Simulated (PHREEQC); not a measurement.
Solution (25 °C): 0.21 mol/kgw CdSO4, 0.28 mol/kgw H3BO3 and 0.018 mol/kgw NiCl2. Closed to the air; pH follows from the charge balance.

Computed with PHREEQC (ion-association model, wateq4f.dat).

```json
[
 {"quantity": "pH", "before": "5.01", "after": "5.00"},
 {"quantity": "ionic strength (mol/kgw)", "before": "0.378", "after": "0.573"},
 {"quantity": "Cl- (mol/kgw)", "before": "0.0121", "after": "0.169"},
 {"quantity": "Ni+2 (mol/kgw)", "before": "0.0109", "after": "0.0957"},
 {"quantity": "SI of Morenosite (NiSO4:7H2O)", "before": "-2.08", "after": "-1.07"}
]
```

Task: Name the change that produced these shifts.
(A) temperature from 25 to 35 °C
(B) NiCl2 from 0.018 to 0.027 mol/kgw
(C) NiCl2 from 0.018 to 0.18 mol/kgw
(D) 0.29 mol/kgw Na2SO4 added
(E) CdSO4 replaced by NaHSO4 at the same molality

Result: C, NiCl2 from 0.018 to 0.18 mol/kgw

No solid was allowed to form.
